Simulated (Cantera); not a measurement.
Feed: 1 mol PbO, 15 mol CO, at 100000 Pa.

These are equilibrium values from Cantera (NASA tables, ideal gas, pure condensed phases), not measurements of a reactor. Candidate condensed phases: C, Pb, PbO, PbO2, Pb3O4; 15 gas species. Gases not in the tables: (PbO)n polymers. Kinetics and transport are ignored.

**Question.** Which condensed phases are stable at each of these points (T (K)): 1600, 1675, 1750, 1825, 1900, 1975, 2050, 2125, 2200, 2275, 2350, 2425?

**Answer.** 
```json
[
 {"T (K)": "1600", "condensed phases": "Pb(l)", "Pb condensed (%)": "3.1"},
 {"T (K)": "1675", "condensed phases": "gas only", "Pb condensed (%)": "0.0"},
 {"T (K)": "1750", "condensed phases": "gas only", "Pb condensed (%)": "0.0"},
 {"T (K)": "1825", "condensed phases": "gas only", "Pb condensed (%)": "0.0"},
 {"T (K)": "1900", "condensed phases": "gas only", "Pb condensed (%)": "0.0"},
 {"T (K)": "1975", "condensed phases": "gas only", "Pb condensed (%)": "0.0"},
 {"T (K)": "2050", "condensed phases": "gas only", "Pb condensed (%)": "0.0"},
 {"T (K)": "2125", "condensed phases": "gas only", "Pb condensed (%)": "0.0"},
 {"T (K)": "2200", "condensed phases": "gas only", "Pb condensed (%)": "0.0"},
 {"T (K)": "2275", "condensed phases": "gas only", "Pb condensed (%)": "0.0"},
 {"T (K)": "2350", "condensed phases": "gas only", "Pb condensed (%)": "0.0"},
 {"T (K)": "2425", "condensed phases": "gas only", "Pb condensed (%)": "0.0"}
]
```

At 1600 K the condensed part is Pb(l). From 1675 K to 2425 K nothing is condensed.
